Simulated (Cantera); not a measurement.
Charge: 1 mol Si, a varied amount of HBr, 0.1 mol H₂, at 698.15 K and 2300 Pa.

Method: chemical equilibrium by Gibbs-energy minimisation in Cantera with the NASA 1993 tables (ideal gas, pure condensed phases). Candidate condensed phases: Br₂, Si; 19 gas species. Kinetics and transport are ignored.

Q: At 15 mol HBr, list the 3 most abundant gas species with their mole fractions, and the condensed phases.

A: HBr 0.780, H₂ 0.149, SiBr₄ 0.0709. Condensed: gas only.
